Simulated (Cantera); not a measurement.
A perfectly stirred reactor is fed with 2.25 % H2, 97.8 % O2, equivalence ratio 0.011, at 12.0 Torr; it is held at 1000 K, and followed from long to short residence time.

Computed with Cantera and the H2/O2 subset of GRI-Mech 3.0, which has no nitrogen chemistry. Radical loss at walls, strong at low pressure, is not modelled.

Task: Predict: x(H2) at τ = 3.20 s; x(O2) at τ = 3.20 s; x(HO2) at τ = 3.20 s; x(H2O2) at τ = 3.20 s; x(H2O) at τ = 3.20 s; x(H2) at τ = 54.0 ms; x(O2) at τ = 54.0 ms; x(HO2) at τ = 54.0 ms; x(H2O2) at τ = 54.0 ms; x(H2O) at τ = 54.0 ms.

Result: 
| Item | Value |
|---|---|
| x(H2) at τ = 3.20 s | 0.000134 |
| x(O2) at τ = 3.20 s | 0.977 |
| x(HO2) at τ = 3.20 s | 1.30e-6 |
| x(H2O2) at τ = 3.20 s | 4.83e-8 |
| x(H2O) at τ = 3.20 s | 0.0225 |
| x(H2) at τ = 54.0 ms | 0.00130 |
| x(O2) at τ = 54.0 ms | 0.973 |
| x(HO2) at τ = 54.0 ms | 4.59e-6 |
| x(H2O2) at τ = 54.0 ms | 1.26e-7 |
| x(H2O) at τ = 54.0 ms | 0.0206 |
